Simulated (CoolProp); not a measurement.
Vapour pressure (MPa) of sulfur hexafluoride: the reference equation beside estimates from Tc = 318.7 K, pc = 3.755 MPa, ω = 0.210.

Model: reference Helmholtz-energy equation of state, Guder 2009, in CoolProp.

```
T (K)  reference  Redlich-Kwong  Soave-Redlich-Kwong
-----  ---------  -------------  -------------------
249.9     0.6199            [?]               0.6325
254.3     0.7153         0.9061               0.7300
258.7     0.8212            [?]                  [?]
263.1        [?]          1.149                  [?]
267.6      1.070          1.290                1.093
272        1.212          1.437                1.237
276.4        [?]          1.596                1.396
280.8      1.538          1.766                1.568
285.3      1.727          1.953                1.760
289.7      1.928          2.147                1.964
294.1      2.146          2.354                  [?]
298.5      2.383          2.573                2.421
303        2.645          2.811                  [?]
307.4      2.923          3.058                2.957
```

Question: What belongs in the gaps?

Answer: 
- 249.9, Redlich-Kwong: 0.7990
- 258.7, Redlich-Kwong: 1.023
- 258.7, Soave-Redlich-Kwong: 0.8382
- 263.1, reference: 0.9383
- 263.1, Soave-Redlich-Kwong: 0.9578
- 276.4, reference: 1.368
- 294.1, Soave-Redlich-Kwong: 2.184
- 303, Soave-Redlich-Kwong: 2.682

Absolute difference from the reference over all 14 rows, mean and median: Redlich-Kwong 16.2 and 15.7 %, Soave-Redlich-Kwong 1.9 and 2.0 %.
